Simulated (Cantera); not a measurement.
Input (Python, Cantera):

```python
import numpy as np
import cantera as ct

gas = ct.Solution("gri30.yaml")
gas.TPX = 1898, 570, {'C3H8': 1, 'H2': 30}
inlet = ct.Reservoir(gas, clone=True)

reactor = ct.IdealGasConstPressureReactor(gas, energy="off", clone=False)
exhaust = ct.Reservoir(gas, clone=True)
tau = [0.31, 0.14, 0.067, 0.032, 0.015, 0.0069, 0.0032, 0.0015, 0.00071, 0.00033][0]
for a, b in ((inlet, reactor), (reactor, exhaust)):
    ct.MassFlowController(a, b, mdot=lambda t: reactor.mass / tau)
net = ct.ReactorNet([reactor])
show = ['C3H8', 'H2', 'CH4', 'CH2', 'C2H2']

rows = []
print(f"{'tau/s':>10s}{'T/K':>9s}" + "".join(f"{s:>11s}" for s in show))
for tau in [0.31, 0.14, 0.067, 0.032, 0.015, 0.0069, 0.0032, 0.0015, 0.00071, 0.00033]:
    net.initial_time = 0.0
    net.advance(30 * tau)
    before = gas.X
    net.advance(40 * tau)
    drift = np.max(np.abs(gas.X - before) / (gas.X + 1e-9))
    rows.append([gas.T, *gas[show].X, drift])
    print(f"{tau:10.3e}{gas.T:9.1f}" + "".join(f"{x:11.3e}" for x in gas[show].X))
```

It prints:

```
     tau/s      T/K       C3H8         H2        CH4        CH2       C2H2
 3.100e-01   1898.0  7.110e-06  9.428e-01  1.250e-02  8.420e-06  3.743e-02
 1.400e-01   1898.0  1.590e-05  9.398e-01  1.742e-02  1.073e-05  3.477e-02
 6.700e-02   1898.0  3.304e-05  9.367e-01  2.240e-02  1.328e-05  3.194e-02
 3.200e-02   1898.0  6.798e-05  9.334e-01  2.730e-02  1.618e-05  2.889e-02
 1.500e-02   1898.0  1.413e-04  9.304e-01  3.166e-02  1.936e-05  2.568e-02
 6.900e-03   1898.0  2.982e-04  9.279e-01  3.492e-02  2.264e-05  2.227e-02
 3.200e-03   1898.0  6.241e-04  9.263e-01  3.654e-02  2.580e-05  1.851e-02
 1.500e-03   1898.0  1.293e-03  9.260e-01  3.625e-02  2.884e-05  1.412e-02
 7.100e-04   1898.0  2.656e-03  9.273e-01  3.360e-02  3.131e-05  9.208e-03
 3.300e-04   1898.0  5.544e-03  9.315e-01  2.753e-02  3.120e-05  4.496e-03
```

Model: GRI-Mech 3.0 (53 species, 325 reactions), integrated in Cantera. GRI-Mech 3.0 was tuned for natural gas; its chemistry of propane as a main component is partial and can be far from experiment. GRI-Mech 3.0 stops at C3 and has no aromatics, soot or wall deposition, so with more carbon than oxygen in the feed, carbon stays in small species such as C2H2 where larger ones or solid carbon would form. Radical loss at walls, strong at low pressure, is not modelled.
